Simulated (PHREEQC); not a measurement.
Consider water at 30 °C with 0.018 mol/kgw HF, 0.029 mol/kgw NH4F, 0.037 mol/kgw (NH4)2SiF6 and 0.72 mol/kgw H2SO4. Closed to the air; pH follows from the charge balance.

The numbers come from PHREEQC with the ion-association model, phreeqc.dat.

Problem. The ionic strength comes out as 0.939 mol/kgw. What activity coefficients do HSO4-, SiF6-2, H+, SO4-2, NH4+ get?

Solution. HSO4- 0.78, SiF6-2 0.17, H+ 0.74, SO4-2 0.16, NH4+ 0.53.

Precipitation was switched off in this run. The ionic strength is past about 0.7 mol/kgw, beyond the range of this activity model, so the values are rough. SiF6-2 is the database's only silicon fluoride.
